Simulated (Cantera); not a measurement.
## Thermodynamics of silicon carbide growth, feed Si(CH₃)₄ + C₃H₈ + H₂

Input: 1 mol Si(CH₃)₄, 0.51 mol C₃H₈, 7.3 mol H₂, at 1.00 Torr.

These are equilibrium values from Cantera (NASA tables, ideal gas, pure condensed phases), not measurements of a reactor. Candidate condensed phases: C, C₆H₆, C₇H₈, C₈H₁₈, Si, SiC; 87 gas species. Gases not in the tables: Si₂H₆ and higher silanes. Rates play no part.

```tsv
T (K)	x H₂	x H	x Si	x SiC₂	x C₂H₂ (acetylene)	n C(graphite)	n SiC(s)
1673	0.997	0.00311	4.19e-6	2.74e-8	5.68e-5	4.53	1.000
1823	0.988	0.0118	8.86e-5	1.47e-6	0.000209	4.52	0.999
1973	0.962	0.0362	0.00117	4.27e-5	0.000616	4.53	0.980
2123	0.893	0.0929	0.0107	0.000761	0.00148	4.66	0.793
2273	0.745	0.199	0.0448	0.00563	0.00281	5.19	0
2423	0.577	0.369	0.0403	0.00830	0.00446	4.99	0
2573	0.374	0.575	0.0327	0.0104	0.00545	4.67	0
```
x: gas mole fraction; n: condensed amount in mol.

From 1673 K to 2123 K the condensed part is C(graphite) + SiC(s). From 2273 K to 2573 K the condensed part is C(graphite). The main Si-bearing gas is Si throughout.
